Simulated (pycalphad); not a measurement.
# Effect of B content in Ti-Hf-B

Source of the numbers: pycalphad with the COST 507 light-alloy database (1999); pressure 1 atm. The database dates from 1999; later assessments differ in places, in temperatures and in the compounds included. Phase fractions are per mole of atoms.

| alloy | liquidus (°C) | first solid | solidus (°C) | phases at 937 °C |
|---|---|---|---|---|
| Ti-10.86Hf-0.476B (wt.%) | 1615 | BCC_A2 | 1541 | BCC_A2 0.96, BM 0.04 |
| Ti-11.04Hf-0.9678B (wt.%) | 1576 | BCC_A2 | 1541 | BCC_A2 0.91, BM 0.09 |
| Ti-11.23Hf-1.479B (wt.%) | 1543 | BCC_A2 | 1541 | BCC_A2 0.87, BM 0.13 |
| Ti-11.42Hf-2.004B (wt.%) | 1584 | BM | 1541 | BCC_A2 0.82, BM 0.18 |
| Ti-12.27Hf-4.305B (wt.%) | (withheld) | BM | (withheld) | (withheld) |

Task: Complete the blanks.

Result: 
- Ti-12.27Hf-4.305B (wt.%), liquidus (°C): 1706
- Ti-12.27Hf-4.305B (wt.%), solidus (°C): 1542
- Ti-12.27Hf-4.305B (wt.%), phases at 937 °C: BCC_A2 0.64, BM 0.36

Database names, with the compositions (at.%) that they take in these runs: BM: Ti 49 B 50 Hf 0. BCC_A2 is bcc.
